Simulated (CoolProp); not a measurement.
Saturation properties of diethyl ether.

Computed with CoolProp (reference Helmholtz-energy equation of state, Thol 2014).

```csv
T (K),p (kPa),vapour density (kg/m³),surface tension (mN/m)
324.2,176.4,5.198,13.4
329.8,209.6,6.125,12.8
335.5,248.2,7.197,12.1
341.2,(withheld),8.411,11.5
346.8,340.4,9.756,10.9
352.5,395.7,11.29,10.2
358.2,457.6,13.02,9.60
363.8,525.2,14.92,8.99
369.5,601.3,(withheld),8.37
375.2,685.5,19.50,7.76
380.8,776.4,22.15,(withheld)
386.5,877.8,25.16,6.58
392.1,986.7,28.46,6.00
397.8,1108,32.22,5.43
```

**Question.** What belongs in the gaps?

**Answer.** 
- 341.2, p (kPa): 291.9
- 369.5, vapour density (kg/m³): 17.08
- 380.8, surface tension (mN/m): 7.17

It boils at 307.6 K under 1 atm.

Surface tension comes from a separate correlation (Mulero 2014).
